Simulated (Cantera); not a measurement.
A Cantera script and what it prints.

```python
import numpy as np
import cantera as ct

gas_names = """
    Ca CaF CaF2 Ca2 F F2 H HF H2 H2F2 H3F3 H4F4 H5F5 H6F6 H7F7 N NF NF2 NF3 NH NH2 NH3 N2 N2H2 N2H4
""".split()
cond_names = """
    Ca(a) Ca(b) Ca(L) CaF2(a) CaF2(b) CaF2(L)
""".split()


# ... load() reads the species with a 1 bar reference pressure and builds the phases ...
atoms = {
    'CaF2': {'Ca': 1, 'F': 2},
    'H2': {'H': 2},
    'N2': {'N': 2},
}
top_T = {}  # K; cautious upper limits of use, not melting points


# ... equilibrate(T, P, feed) seeds the gas with the atoms and calls Mixture.equilibrate('TP', solver="vcs", rtol=1e-11, max_steps=5000) ...
results = []
feed = {'CaF2': 1, 'H2': 5.2, 'N2': 61}  # mol
T = 2198  # K
P = 133.322  # Pa
mix = equilibrate(T, P, feed)
results.append((T, P, feed, dict(zip(mix.species_names, mix.species_moles))))
print(gas.report(threshold=0.0001))
for i in range(1, mix.n_phases):
    print(f"{mix.phase(i).name:16s} {mix.phase_moles(i):12.5e} mol")
```

Result:

```
       temperature   2198 K
          pressure   133.32 Pa
           density   0.00019026 kg/m^3
  mean mol. weight   26.08 kg/kmol
   phase of matter   gas

                          1 kg             1 kmol
                     ---------------   ---------------
          enthalpy        2.3696e+06        6.1798e+07  J
   internal energy        1.6688e+06        4.3523e+07  J
           entropy             11822        3.0832e+05  J/K
    Gibbs function       -2.3615e+07       -6.1589e+08  J
 heat capacity c_p            1369.6             35719  J/K
 heat capacity c_v            1050.8             27404  J/K

                      mass frac. Y      mole frac. X     chem. pot. / RT
                     ---------------   ---------------   ---------------
                Ca         0.0086489         0.0056281           -23.533
               CaF         0.0098544         0.0043503           -59.495
              CaF2          0.013565         0.0045313           -95.456
                 H         0.0013248          0.034277           -14.696
                HF          0.011965          0.015597           -50.657
                H2         0.0039047          0.050513           -29.391
                N2           0.95073           0.88509           -34.006
     [  +18 minor]        6.7642e-06        9.3695e-06

Ca(L)             0.00000e+00 mol
CaF2(L)           0.00000e+00 mol
```

Method: chemical equilibrium by Gibbs-energy minimisation in Cantera with the NASA 1993 tables (ideal gas, pure condensed phases).
